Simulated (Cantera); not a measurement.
Charge: 1 mol toluene, 0.21 mol H2O, 13 mol H2, at 1 atm.

Method: chemical equilibrium by Gibbs-energy minimisation in Cantera with the NASA 1993 tables (ideal gas, pure condensed phases). Candidate condensed phases: C, C6H6, C7H8, C8H18, H2O; 110 gas species. Rates play no part. All values below are at 427 °C.

Base state: CH4 0.685, H2 0.295, H2O 0.0202, CO 0.000145, CO2 9.38e-5 (mole fractions); condensed: gas only.

What changes in the equilibrium state with this change: H2O from 0.21 to 0.79 mol?


| species | before | after |
|---|---|---|
| CH4 | 0.685 | 0.645 |
| H2 | 0.295 | 0.284 |
| H2O | 0.0202 | 0.0700 |
| CO2 | 9.38e-5 | 0.00123 |
| CO | 0.000145 | 0.000529 |

What changes in the equilibrium state with this change: pressure from 1 atm to 0.290 bar?


| species | before | after |
|---|---|---|
| CH4 | 0.685 | 0.522 |
| H2 | 0.295 | 0.460 |
| H2O | 0.0202 | 0.0180 |
| CO | 0.000145 | 0.000315 |
| CO2 | 9.38e-5 | 0.000116 |
| C(graphite), mol | 0 | 1.09 |
